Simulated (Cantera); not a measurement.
Gas activation for diamond growth

An isothermal, constant-pressure homogeneous reactor starts with CH4 : H2 : O2 = 0.039 : 1 : 0.019 (molar parts), at 2925 K and 8000 Pa.

Model: GRI-Mech 3.0 (53 species, 325 reactions), integrated in Cantera. The temperature is held fixed by assumption; the heat of reaction is taken as removed at once.

```tsv
t (s)	x CH4	x H2	x O2	x H	x CH2O	x CO	x CO2
0.000500	0.000542	0.868	2.77e-7	0.0877	9.35e-7	0.0144	4.08e-5
0.00140	0.000173	0.849	8.99e-8	0.114	2.16e-7	0.0244	3.01e-5
0.00389	2.38e-5	0.801	8.75e-9	0.167	1.65e-8	0.0297	7.48e-6
0.0109	1.69e-6	0.712	4.48e-11	0.258	1.38e-9	0.0296	3.24e-7
0.0303	2.95e-7	0.635	<1e-12	0.336	6.32e-10	0.0283	9.38e-10
0.0847	2.63e-7	0.622	<1e-12	0.350	5.64e-10	0.0281	8.37e-10
0.236	2.63e-7	0.621	<1e-12	0.350	5.64e-10	0.0281	8.37e-10
0.659	2.63e-7	0.621	<1e-12	0.350	5.64e-10	0.0281	8.37e-10
1.84	2.63e-7	0.621	<1e-12	0.350	5.64e-10	0.0281	8.37e-10
5.14	2.63e-7	0.621	<1e-12	0.350	5.64e-10	0.0281	8.37e-10
14.3	2.63e-7	0.621	<1e-12	0.350	5.64e-10	0.0281	8.37e-10
40.0	2.63e-7	0.621	<1e-12	0.350	5.64e-10	0.0281	8.37e-10
```
x: mole fraction; the columns are a selection and need not sum to one.

Equilibrium at this temperature and pressure: CH4 2.66e-7, H2 0.621, O2 <1e-12, H 0.350, CH2O 5.64e-10, CO 0.0281, CO2 8.44e-10 (gas phase only).
